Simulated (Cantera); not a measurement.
A Cantera script and what it prints.

```python
import numpy as np
import cantera as ct

gas_names = """
    H HNO HNO2 HNO3 HO2 H2 H2O H2O2 H2S H2SO4 N NH NH2 NH3 NH2OH NO NO2 NO3 N2 N2H2 N2H4 N2O O OH O2 O3
    S SH SN SO SO2 SO3 S2 S2O S8
""".split()
cond_names = """
    H2O(s) H2O(L) H2SO4(L) S(cr1) S(cr2) S(L)
""".split()


# ... load() reads the species with a 1 bar reference pressure and builds the phases ...
atoms = {
    'N2O': {'N': 2, 'O': 1},
    'SO2': {'S': 1, 'O': 2},
    'H2O': {'H': 2, 'O': 1},
}
top_T = {}  # K; cautious upper limits of use, not melting points


# ... equilibrate(T, P, feed) seeds the gas with the atoms and calls Mixture.equilibrate('TP', solver="vcs", rtol=1e-11, max_steps=5000) ...
results = []
feed = {'N2O': 1, 'SO2': 0.042, 'H2O': 6.4}  # mol
T = 3323.15  # K
P = 1000  # Pa
mix = equilibrate(T, P, feed)
results.append((T, P, feed, dict(zip(mix.species_names, mix.species_moles))))
print(gas.report(threshold=1e-05))
for i in range(1, mix.n_phases):
    print(f"{mix.phase(i).name:16s} {mix.phase_moles(i):12.5e} mol")
```

Result:

```
       temperature   3323.2 K
          pressure   1000 Pa
           density   0.00029122 kg/m^3
  mean mol. weight   8.0464 kg/kmol
   phase of matter   gas

                          1 kg             1 kmol
                     ---------------   ---------------
          enthalpy        3.3943e+07        2.7312e+08  J
   internal energy        3.0509e+07        2.4549e+08  J
           entropy             29525        2.3757e+05  J/K
    Gibbs function       -6.4173e+07       -5.1637e+08  J
 heat capacity c_p            2824.5             22727  J/K
 heat capacity c_v            1791.2             14413  J/K

                      mass frac. Y      mole frac. X     chem. pot. / RT
                     ---------------   ---------------   ---------------
                 H          0.071188           0.56826            -14.83
                H2         0.0053937          0.021528            -29.66
               H2O         0.0042201         0.0018849           -49.564
                 N        0.00034772        0.00019975           -18.207
                NO           0.01426          0.003824           -38.111
                N2           0.16592          0.047657           -36.414
                 O           0.64205           0.32291           -19.904
                OH          0.043672          0.020662           -34.734
                O2          0.043671          0.010982           -39.808
                 S         0.0064174         0.0016106           -25.204
                SH        6.7349e-05        1.6388e-05           -40.034
                SO          0.002605        0.00043615           -45.108
               SO2        0.00017955        2.2554e-05           -65.012
     [  +22 minor]        5.4081e-06        1.6266e-06

S(L)              0.00000e+00 mol
```

Cantera equilibrium calculation (NASA polynomials, part measured and part estimated; ideal gas, pure solids and liquids).
